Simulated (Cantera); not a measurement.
Input: 1 mol (CH3)2SiCl2, 0.42 mol HCl, 33 mol H2, at 19000 Pa.

These are equilibrium values from Cantera (NASA tables, ideal gas, pure condensed phases), not measurements of a reactor. Candidate condensed phases: C, C6H6, C7H8, C8H18, Si, SiC; 109 gas species. The feed counts by its element totals alone. The tables' values for SiCl are old estimates; treat these amounts as uncertain. Kinetics and transport are ignored. All values below are at 2023 K.

Base state: H2 0.931, HCl 0.0631, H 0.00420, C2H2 (acetylene) 0.000832, SiCl2 0.000595, Cl 0.000212, CH4 6.58e-5, Si 1.79e-5 (mole fractions); condensed: C(graphite) + SiC(s).

### Question
What changes in the equilibrium state with this change: (CH3)2SiCl2 replaced by SiH4?

### Answer
```json
[
 {"species": "H2", "before": "0.931", "after": "0.984"},
 {"species": "HCl", "before": "0.0631", "after": "0.0112"},
 {"species": "H", "before": "0.00420", "after": "0.00432"},
 {"species": "C2H2 (acetylene)", "before": "0.000832", "after": "0"},
 {"species": "Si", "before": "1.79e-5", "after": "0.000299"},
 {"species": "CH4", "before": "6.58e-5", "after": "0"},
 {"species": "SiH2", "before": "6.71e-6", "after": "0.000119"},
 {"species": "SiH", "before": "4.83e-6", "after": "8.33e-5"},
 {"species": "Cl", "before": "0.000212", "after": "3.64e-5"},
 {"species": "SiCl", "before": "1.36e-5", "after": "3.91e-5"},
 {"species": "C(graphite), mol", "before": "0.959", "after": "0"},
 {"species": "SiC(s), mol", "before": "0.976", "after": "0"},
 {"species": "Si(l), mol", "before": "0", "after": "0.970"}
]
```
Gases not in the tables: Si2H6 and higher silanes.
